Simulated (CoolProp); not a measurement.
Vapour-liquid equilibrium of R125 (1) + propane (2) at 1.69 bar; x and y are mole fractions of (1).

Model: multi-fluid Helmholtz-energy mixture model, Lemmon 2005 and Lemmon 2009; pair parameters Bell 2016, in CoolProp.

```tsv
x	bubble temperature, mixture model (°C)	bubble temperature, Raoult's law (°C)	y, mixture model	y, Raoult's law
0.05	-35.6	-30.3	0.236	0.067
0.125	-40.2	-30.9	0.402	0.162
0.2	-42.3	-31.6	(withheld)	0.253
0.275	-43.4	-32.2	0.517	0.339
0.35	-43.8	-32.7	0.539	0.421
0.425	-44.1	-33.3	0.553	0.500
0.5	-44.2	-33.9	0.564	0.574
0.575	-44.2	-34.4	0.575	0.646
0.65	-44.1	-34.9	(withheld)	0.714
0.725	-43.9	-35.4	0.613	0.780
0.8	-43.4	-35.9	0.652	0.843
0.875	-42.2	-36.3	0.721	0.904
0.95	(withheld)	-36.8	(withheld)	0.962
```

Q: Some entries are withheld; supply them.

A: 
- 0.2, y, mixture model: 0.478
- 0.65, y, mixture model: 0.590
- 0.95, bubble temperature, mixture model (°C): -39.8
- 0.95, y, mixture model: 0.850

The largest gap from Raoult's law is -11.2 K in bubble temperature, at x = 0.275. y crosses x between x = 0.575 and 0.65: the model has an azeotrope there.

The pair parameters rest on a limited set of measurements; away from them the model extrapolates. With so large a gap from Raoult's law the liquid may split in two, which this calculation doesn't test in full.
